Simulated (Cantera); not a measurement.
Diamond growth

A diamond (100) surface in a fixed gas of H2 with x(CH4) = 0.0084, x(H) = 0.012, x(CH3) = 5.7e-05, at 1075 K; coverages are run to steady state.

Model: the Harris–Goodwin 1993 mechanism for the reconstructed diamond (100) surface, integrated in Cantera.

```
P (Pa)  growth (µm/h)  θ c6HH  θ c6H*  θ c6*H  θ c6**   θ c6HM
------  -------------  ------  ------  ------  ------  -------
720             0.186   0.531  0.0254   0.426  0.0159  0.00118
1100            0.326   0.531  0.0254   0.426  0.0159  0.00136
1800            0.598   0.531  0.0254   0.426  0.0159  0.00153
2900             1.04   0.531  0.0254   0.426  0.0159  0.00166
4600             1.73   0.530  0.0254   0.426  0.0159  0.00175
7300             2.84   0.530  0.0255   0.426  0.0159  0.00181
12000            4.78   0.530  0.0256   0.425  0.0159  0.00185
18000            7.26   0.530  0.0258   0.425  0.0159  0.00188
```
θ: site fractions in the mechanism's names (c6HH fully hydrogenated, c6H* and c6*H radical sites, c6** diradical, c6HM methylated).
